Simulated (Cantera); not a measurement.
Source: NASA polynomial tables (part measured, part estimated), evaluated in Cantera. Values are per mole of reaction as written; species without (g) are pure solids or liquids, kept so even where they would boil at 1 bar.

Ti2O3 + 4 TiCl3 = 3 TiO(g) + 3 TiCl4

```csv
T (K),ΔH° (kJ),ΔS° (J/K),ΔG° (kJ),log10 K
448,2163.4,834.9,1789.3,-208.62
458,2163.5,835.1,1781.0,-203.12
468,[?],[?],[?],[?]
478,2162.5,833.1,1764.3,-192.79
488,2162.7,833.5,1756.0,-187.95
498,2162.8,833.8,1747.6,-183.30
508,[?],[?],[?],[?]
518,2163.1,834.3,1731.0,-174.54
528,2163.3,834.6,1722.6,-170.41
538,2163.4,834.8,1714.3,-166.44
548,[?],[?],[?],[?]
```

Problem. What belongs in the gaps?

Solution. 
- 468, ΔH° (kJ): 2163.5
- 468, ΔS° (J/K): 835.3
- 468, ΔG° (kJ): 1772.6
- 468, log10 K: -197.84
- 508, ΔH° (kJ): 2163.0
- 508, ΔS° (J/K): 834.1
- 508, ΔG° (kJ): 1739.3
- 508, log10 K: -178.84
- 548, ΔH° (kJ): 2163.5
- 548, ΔS° (J/K): 835.0
- 548, ΔG° (kJ): 1705.9
- 548, log10 K: -162.60
